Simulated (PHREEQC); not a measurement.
**Copper plating or etch bath**

Dissolve 0.024 mol Cu(BF4)2 and 0.053 mol HCl per kg of water at 20 °C. Closed to the air; pH follows from the charge balance.

Equilibrium calculation in PHREEQC: ion-association model, wateq4f.dat.

This is a speciation only: nothing precipitates in the calculation.

**Question.** Predict the pH, ionic strength.

**Answer.** pH 1.38; ionic strength 0.121 mol/kgw.

**Question.** In which forms is F present?

**Answer.** BF4- 92 %, HF 5.1 %, BF3OH- 2.3 % of the F.

Real BF4- forms and hydrolyses slowly; the run takes it at equilibrium.
